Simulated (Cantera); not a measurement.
A Cantera script and its output.

```python
import numpy as np
import cantera as ct

gas = ct.Solution("gri30.yaml")


def delay(T, t_max=10):
    gas.TPX = T, 1000000, {'C3H8': 1, 'O2': 10.2, 'N2': 38.4, 'H2O': 4.4}
    reactor = ct.IdealGasReactor(gas, clone=False)
    net = ct.ReactorNet([reactor])
    net.rtol, net.atol = 1e-8, 1e-16
    while net.time < t_max:
        t_old, T_old = net.time, reactor.T
        net.step()
        if reactor.T > T + 400:  # ignition: a rise of 400 K
            return t_old + (T + 400 - T_old) / (reactor.T - T_old) * (net.time - t_old)
    return np.nan


taus = []
for T in [1298, 1348, 1398, 1448, 1498, 1548, 1598, 1648]:
    taus.append(delay(T))
    print(f"T0 = {T:6g} K   tau = {taus[-1]:.4e} s")
```

Output:

```
T0 =   1298 K   tau = 2.7507e-04 s
T0 =   1348 K   tau = 1.2932e-04 s
T0 =   1398 K   tau = 6.4675e-05 s
T0 =   1448 K   tau = 3.4502e-05 s
T0 =   1498 K   tau = 1.9619e-05 s
T0 =   1548 K   tau = 1.1856e-05 s
T0 =   1598 K   tau = 7.5823e-06 s
T0 =   1648 K   tau = 5.1071e-06 s
```

Cantera simulation using GRI-Mech 3.0 (53 species, 325 reactions); the numbers are that mechanism's predictions, not measurements. GRI-Mech 3.0 was tuned for natural gas; its chemistry of propane as a main component is partial and can be far from experiment.
